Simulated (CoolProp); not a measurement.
Vapour-liquid equilibrium of carbon dioxide (1) + sulfur dioxide (2) at 4.05 °C; x and y are mole fractions of (1).

Values from CoolProp's multi-fluid Helmholtz-energy mixture model, Span 1996 and Gao 2016; pair parameters Bell 2016.

Problem. Give the bubble pressure and the first vapour's composition at x = 0.05, 0.5, 0.95. Is there an azeotrope?

Solution. x = 0.05: 0.3919 MPa, y = 0.539; x = 0.5: 2.075 MPa, y = 0.931; x = 0.95: 3.628 MPa, y = 0.991. No azeotrope shows between x = 0.05 and 0.95.

Pair parameters are fitted to limited data, so mixtures are less certain than the pure fluids. The gap from Raoult's law changes sign with composition, which may be real or a fault of the pair parameters; it wasn't checked against measurements.
